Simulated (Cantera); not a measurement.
Input (Python, Cantera) and output of one run.

```python
import numpy as np
import cantera as ct

gas_names = """
    CL CL2 H HCL H2 K KCL KH K2 K2CL2
""".split()
cond_names = """
    K(cr) K(L) KCL(s) KCL(L)
""".split()


# ... load() reads the species with a 1 bar reference pressure and builds the phases ...
atoms = {
    'KCl': {'K': 1, 'CL': 1},
    'H2': {'H': 2},
}
top_T = {}  # K; cautious upper limits of use, not melting points


# ... equilibrate(T, P, feed) seeds the gas with the atoms and calls Mixture.equilibrate('TP', solver="vcs", rtol=1e-11, max_steps=5000) ...
results = []
feed = {'KCl': 1, 'H2': 0.22}  # mol
P = 39  # Pa
for T in [1048, 1148, 1248, 1348, 1448, 1548, 1648, 1748, 1848, 1948, 2048, 2148]:
    mix = equilibrate(T, P, feed)
    results.append((T, P, feed, dict(zip(mix.species_names, mix.species_moles))))
    x = sorted(zip(gas.X, gas.species_names), reverse=True)
    print(f"T = {T:g} K  P = {P:g} Pa  gas = {mix.phase_moles(0):.4g} mol")
    print("   x: " + "  ".join(f"{s} {v:.3e}" for v, s in x if v > 0.001))
    print("   condensed (mol): " + ("  ".join(f"{mix.phase(i).name} {mix.phase_moles(i):.4g}"
          for i in range(1, mix.n_phases) if mix.phase_moles(i) > 1e-12) or "none"))
```

Output:

```
T = 1048 K  P = 39 Pa  gas = 1.043 mol
   x: KCL 6.195e-01  H2 2.107e-01  K2CL2 1.693e-01
   condensed (mol): none
T = 1148 K  P = 39 Pa  gas = 1.171 mol
   x: KCL 7.689e-01  H2 1.875e-01  K2CL2 4.209e-02
   condensed (mol): none
T = 1248 K  P = 39 Pa  gas = 1.209 mol
   x: KCL 8.051e-01  H2 1.810e-01  K2CL2 1.003e-02  K 1.936e-03  HCL 1.936e-03
   condensed (mol): none
T = 1348 K  P = 39 Pa  gas = 1.219 mol
   x: KCL 8.106e-01  H2 1.784e-01  K 4.103e-03  HCL 4.102e-03  K2CL2 2.784e-03
   condensed (mol): none
T = 1448 K  P = 39 Pa  gas = 1.224 mol
   x: KCL 8.075e-01  H2 1.758e-01  K 7.800e-03  HCL 7.793e-03
   condensed (mol): none
T = 1548 K  P = 39 Pa  gas = 1.228 mol
   x: KCL 7.998e-01  H2 1.720e-01  K 1.358e-02  HCL 1.354e-02
   condensed (mol): none
T = 1648 K  P = 39 Pa  gas = 1.235 mol
   x: KCL 7.876e-01  H2 1.664e-01  K 2.201e-02  HCL 2.182e-02  H 1.839e-03
   condensed (mol): none
T = 1748 K  P = 39 Pa  gas = 1.244 mol
   x: KCL 7.701e-01  H2 1.581e-01  K 3.355e-02  HCL 3.282e-02  H 4.601e-03
   condensed (mol): none
T = 1848 K  P = 39 Pa  gas = 1.259 mol
   x: KCL 7.458e-01  H2 1.466e-01  K 4.864e-02  HCL 4.618e-02  H 1.028e-02  CL 2.462e-03
   condensed (mol): none
T = 1948 K  P = 39 Pa  gas = 1.281 mol
   x: KCL 7.128e-01  H2 1.311e-01  K 6.771e-02  HCL 6.054e-02  H 2.072e-02  CL 7.174e-03
   condensed (mol): none
T = 2048 K  P = 39 Pa  gas = 1.317 mol
   x: KCL 6.677e-01  H2 1.115e-01  K 9.142e-02  HCL 7.306e-02  H 3.787e-02  CL 1.837e-02
   condensed (mol): none
T = 2148 K  P = 39 Pa  gas = 1.375 mol
   x: KCL 6.066e-01  K 1.209e-01  H2 8.879e-02  HCL 7.961e-02  H 6.289e-02  CL 4.127e-02
   condensed (mol): none
```

Equilibrium computed with Cantera from the NASA thermochemical tables; the gas is ideal and each condensed phase is pure.
